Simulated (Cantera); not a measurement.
An isothermal plug-flow reactor at 875 K and 0.750 bar (inlet), inlet velocity 1 m/s, active area per volume 900 1/m; feed CH₄ : O₂ : N₂ = 0.006 : 0.012 : 0.79 (molar parts).

Detailed kinetics in Cantera: Deutschmann's 1995 Pt surface mechanism with GRI-Mech 3.0 gas chemistry. Catalytic surfaces can have several steady states; this one follows from the mechanism file's or the stated starting coverage. Mass transfer to the wall is taken as infinitely fast.

What does this change do: pressure from 0.750 bar to 0.290 bar?


```json
[
 {"quantity": "x(CH₄) at z = 0.0035 m", "before": "0.00637", "after": "0.00566"},
 {"quantity": "x(O₂) at z = 0.0035 m", "before": "0.0127", "after": "0.0113"},
 {"quantity": "x(H₂O) at z = 0.0035 m", "before": "0.00210", "after": "0.00352"},
 {"quantity": "x(CO₂) at z = 0.0035 m", "before": "0.00105", "after": "0.00176"},
 {"quantity": "x(CO) at z = 0.0035 m", "before": "2.13e-6", "after": "2.19e-6"},
 {"quantity": "θ(free Pt) at the exit", "before": "0.178", "after": "0.230"},
 {"quantity": "θ(O*) at the exit", "before": "0.821", "after": "0.769"},
 {"quantity": "θ(OH*) at the exit", "before": "0.00114", "after": "0.00100"}
]
```

What does this change do: pressure from 0.750 bar to 1.70 bar?


```csv
quantity,before,after
x(CH₄) at z = 0.0035 m,0.00637,0.00680
x(O₂) at z = 0.0035 m,0.0127,0.0136
x(H₂O) at z = 0.0035 m,0.00210,0.00126
x(CO₂) at z = 0.0035 m,0.00105,0.000627
x(CO) at z = 0.0035 m,2.13e-6,2.02e-6
θ(free Pt) at the exit,0.178,0.139
θ(O*) at the exit,0.821,0.860
θ(OH*) at the exit,0.00114,0.00120
```
